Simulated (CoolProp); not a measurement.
Saturation properties of neopentane.

Model: reference Helmholtz-energy equation of state, Lemmon 2006, in CoolProp. It is a short technical equation, of lower accuracy than the large ones.

```csv
T (°C),p (bar),vapour density (kg/m³),enthalpy of vaporisation (kJ/kg),liquid cp (kJ/(kg K)),surface tension (mN/m)
47.65,3.340,10.07,283.6,2.452,8.76
57.95,___,13.09,273.6,2.524,___
68.15,5.618,16.76,262.9,2.600,6.88
78.35,7.104,21.24,251.4,2.683,5.97
88.55,8.859,26.71,238.8,___,5.09
98.85,10.94,33.49,224.8,2.885,4.22
109.05,13.32,41.79,209.3,3.016,3.39
119.25,___,52.22,191.6,3.184,2.60
```

Q: Fill in the missing entries.

A: 
- 57.95, p (bar): 4.375
- 57.95, surface tension (mN/m): 7.81
- 88.55, liquid cp (kJ/(kg K)): 2.776
- 119.25, p (bar): 16.07

It boils at 9.5 °C under 1 atm.

Surface tension comes from a separate correlation (Mulero 2014).
